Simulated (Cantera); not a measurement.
An isothermal, constant-pressure homogeneous reactor starts with 79.4 % NO, 20.6 % N2, at 1898 K and 8300 Pa.

Cantera simulation using GRI-Mech 3.0 (53 species, 325 reactions); the numbers are that mechanism's predictions, not measurements.

Task: Predict: x(NO) at 2.00 s; x(O2) at 2.00 s; x(O) at 2.00 s; x(N2O) at 2.00 s; x(NO2) at 2.00 s; x(N2) at 2.00 s.

Result: 
```
Item                                                  Value
----------------  -----------------------------------------
x(NO) at 2.00 s       0.658 (gas-phase equilibrium 0.00683)
x(O2) at 2.00 s        0.0676 (gas-phase equilibrium 0.393)
x(O) at 2.00 s    0.000299 (gas-phase equilibrium 0.000642)
x(N2O) at 2.00 s   0.000156 (gas-phase equilibrium 9.74e-8)
x(NO2) at 2.00 s   0.000221 (gas-phase equilibrium 5.55e-6)
x(N2) at 2.00 s         0.274 (gas-phase equilibrium 0.600)
```
